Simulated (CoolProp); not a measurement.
Vapour-liquid equilibrium of n-decane (1) + n-dodecane (2) at 36.8 kPa; x and y are mole fractions of (1).

Computed with CoolProp (multi-fluid Helmholtz-energy mixture model, Lemmon 2006 and Lemmon 2004; pair parameters Bell 2016).

```tsv
x	bubble temperature, mixture model (°C)	bubble temperature, Raoult's law (°C)	y, mixture model	y, Raoult's law
0.05	174.7	174.5	0.130	0.139
0.125	170.3	169.9	0.296	0.309
0.2	166.2	165.8	0.432	0.444
0.275	162.4	162.1	0.542	0.552
0.35	159.0	158.7	0.632	0.640
0.425	155.8	155.6	0.707	0.712
0.5	152.8	152.7	0.768	0.773
0.575	150.1	150.1	0.820	0.823
0.65	147.7	147.6	0.863	0.866
0.725	145.4	145.4	0.900	0.903
0.8	143.2	143.2	0.932	0.935
0.875	141.2	141.2	0.960	0.962
0.95	139.4	139.4	0.985	0.986
```

The largest gap from Raoult's law is +0.4 K in bubble temperature, at x = 0.2. No azeotrope shows between x = 0.05 and 0.95.

Pair parameters are fitted to limited data, so mixtures are less certain than the pure fluids.
